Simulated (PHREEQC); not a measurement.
0.015 g of hydrous ferric oxide (600 m²/g; 0.2 weak and 0.005 strong sites per Fe, Dzombak-Morel constants, diffuse double layer) in 1 kg of water with 0.3 mol/kgw of an inert sodium salt and 7.8e-05 mol/kgw BaCl2 and 1.5e-05 mol/kgw Ag2SO4, at 25 °C; the pH is set by adding NaOH or the inert anion's acid. Oxygen alone is held at its pressure in air (log pO2 = -0.68). CO2 from the air is kept out. Precipitation was switched off in this run.

Base run: PHREEQC, ion-association model, wateq4f.dat. Each further column changes one thing. The table gives Ag sorbed (%).

```tsv
pH	base	no electrostatic term (-no_edl)	background salt from 0.3 to 0.03 mol/kgw	oxide from 0.015 to 0.075 g/kgw	7e-05 mol/kgw H3BO3 added
4	0.0	0.0	0.0	0.0	0.0
4.67	0.0	0.0	0.0	0.0	0.0
6	0.5	0.0	0.6	2.3	0.5
6.67	1.5	0.4	1.6	7.3	1.5
7.33	2.5	1.5	2.5	11.9	2.5
8.67	5.8	5.6	5.7	25.1	5.8
9.33	14.2	8.5	14.8	47.7	14.2
10	29.1	10.0	29.9	72.2	29.1
11.33	41.1	9.5	39.6	86.6	41.1
12	30.2	6.2	28.4	78.5	30.2
```

In at least one series the solution becomes supersaturated in solids that the run did not let form, among them Cerargyrite, Ag2O.
